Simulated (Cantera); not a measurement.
A Cantera script and what it prints.

```python
import numpy as np
import cantera as ct

gas_names = """
    CL CL2 H HCL H2 Si SiCL SiCL2 SiCL3 SiCL4 SiH SiHCL3 SiH2 SiH2CL2 SiH3 SiH3CL SiH4 Si2 Si3
""".split()
cond_names = """
    Si(cr) Si(L)
""".split()


def load(file, names, dense=False):
    # The tables refer to 1 bar. Condensed volumes are neglected.
    table = {s.name: s for s in ct.Species.list_from_file(file)}
    out = []
    for n in names:
        d = dict(table[n].input_data)
        d["thermo"] = dict(d["thermo"], **{"reference-pressure": 1e5})
        if dense:
            d["equation-of-state"] = {"model": "constant-volume", "density": "1e6 g/cm^3"}
        out.append(ct.Species.from_dict(d))
    return out


gas = ct.Solution(thermo="ideal-gas", species=load("nasa_gas.yaml", gas_names))
cond = {s.name: ct.Solution(thermo="fixed-stoichiometry", species=[s], name=s.name)
        for s in load("nasa_condensed.yaml", cond_names, dense=True)}
atoms = {
    'SiCl4': {'Si': 1, 'CL': 4},
    'HCl': {'H': 1, 'CL': 1},
    'H2': {'H': 2},
    'Cl2': {'CL': 2},
}
top_T = {}  # K; cautious upper limits of use, not melting points


def equilibrate(T, P, feed):
    n = {}
    for name, mol in feed.items():
        for a, k in atoms[name].items():
            n[a] = n.get(a, 0.0) + k * mol
    gas.TPX = T, P, n
    mass = sum(n.values()) * gas.mean_molecular_weight
    gas.equilibrate("TP")
    valid = [c for c in cond.values() if c.min_temp <= T <= top_T.get(c.name, c.max_temp)]
    mix = ct.Mixture([(gas, mass / gas.mean_molecular_weight)] + [(c, 0.0) for c in valid])
    mix.T, mix.P = T, P
    mix.equilibrate("TP", solver="vcs", rtol=1e-11, max_steps=5000)
    return mix


results = []
feed = {'SiCl4': 1, 'HCl': 0.84, 'H2': 1.5, 'Cl2': 1.3}  # mol
P = 97000  # Pa
for T in [648, 748, 848, 948, 1048, 1148, 1248, 1348, 1448, 1548, 1648]:
    mix = equilibrate(T, P, feed)
    results.append((T, P, feed, dict(zip(mix.species_names, mix.species_moles))))
    x = sorted(zip(gas.X, gas.species_names), reverse=True)
    print(f"T = {T:g} K  P = {P:g} Pa  gas = {mix.phase_moles(0):.4g} mol")
    print("   x: " + "  ".join(f"{s} {v:.3e}" for v, s in x if v > 0.001))
    print("   condensed (mol): " + ("  ".join(f"{mix.phase(i).name} {mix.phase_moles(i):.4g}"
          for i in range(1, mix.n_phases) if mix.phase_moles(i) > 1e-12) or "none"))
```

Output:

```
T = 648 K  P = 97000 Pa  gas = 4.64 mol
   x: HCL 7.414e-01  SiCL4 2.155e-01  H2 4.310e-02
   condensed (mol): none
T = 748 K  P = 97000 Pa  gas = 4.64 mol
   x: HCL 7.414e-01  SiCL4 2.155e-01  H2 4.310e-02
   condensed (mol): none
T = 848 K  P = 97000 Pa  gas = 4.64 mol
   x: HCL 7.414e-01  SiCL4 2.155e-01  H2 4.308e-02
   condensed (mol): none
T = 948 K  P = 97000 Pa  gas = 4.64 mol
   x: HCL 7.414e-01  SiCL4 2.155e-01  H2 4.305e-02
   condensed (mol): none
T = 1048 K  P = 97000 Pa  gas = 4.64 mol
   x: HCL 7.415e-01  SiCL4 2.154e-01  H2 4.297e-02
   condensed (mol): none
T = 1148 K  P = 97000 Pa  gas = 4.64 mol
   x: HCL 7.417e-01  SiCL4 2.151e-01  H2 4.280e-02
   condensed (mol): none
T = 1248 K  P = 97000 Pa  gas = 4.641 mol
   x: HCL 7.421e-01  SiCL4 2.146e-01  H2 4.242e-02
   condensed (mol): none
T = 1348 K  P = 97000 Pa  gas = 4.644 mol
   x: HCL 7.431e-01  SiCL4 2.130e-01  H2 4.154e-02  SiCL3 1.589e-03
   condensed (mol): none
T = 1448 K  P = 97000 Pa  gas = 4.652 mol
   x: HCL 7.455e-01  SiCL4 2.093e-01  H2 3.953e-02  SiCL3 4.376e-03
   condensed (mol): none
T = 1548 K  P = 97000 Pa  gas = 4.67 mol
   x: HCL 7.504e-01  SiCL4 2.017e-01  H2 3.538e-02  SiCL3 9.926e-03  SiCL2 1.368e-03  SiHCL3 1.162e-03
   condensed (mol): none
T = 1648 K  P = 97000 Pa  gas = 4.703 mol
   x: HCL 7.587e-01  SiCL4 1.891e-01  H2 2.835e-02  SiCL3 1.840e-02  SiCL2 3.948e-03  SiHCL3 1.180e-03
   condensed (mol): none
```

Equilibrium computed with Cantera from the NASA thermochemical tables; the gas is ideal and each condensed phase is pure. The tables' values for SiCl3 are old estimates; treat these amounts as uncertain.
